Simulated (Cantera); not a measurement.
A freely propagating, adiabatic, planar premixed flame of CH4 : O2 : N2 = 1 : 2.47 : 9.28 (molar parts), equivalence ratio 0.81, unburnt at 700 K and 310000 Pa; multicomponent+Soret transport, grid criteria slope 0.08 and curve 0.16, no radiation.

Computed with Cantera and GRI-Mech 3.0 (53 species, 325 reactions). Burning velocities carry a grid error of a few per cent, more on coarse grids.

**Question.** Predict: laminar burning velocity; thermal thickness; peak x(H2); peak x(O); peak x(HCN).

**Answer.** 
```
Quantity                     Value
------------------------  --------
laminar burning velocity  105 cm/s
thermal thickness         0.140 mm
peak x(H2)                  0.0103
peak x(O)                  0.00364
peak x(HCN)                1.34e-6
```
